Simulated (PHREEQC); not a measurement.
Solution (10 °C): 0.015 mol NH4Cl, 9e-05 mol NaOH and 0.031 mol LiCl per kg of water. Closed to the air; pH follows from the charge balance.

The numbers come from PHREEQC with the ion-association model, phreeqc.dat.

Precipitation was switched off in this run.

Problem. Predict the pH.

Solution. pH 7.61.

Complexes and solids missing from the database can't appear. At this temperature some constants are extrapolated from 25 °C, and those without enthalpy data are left unchanged.
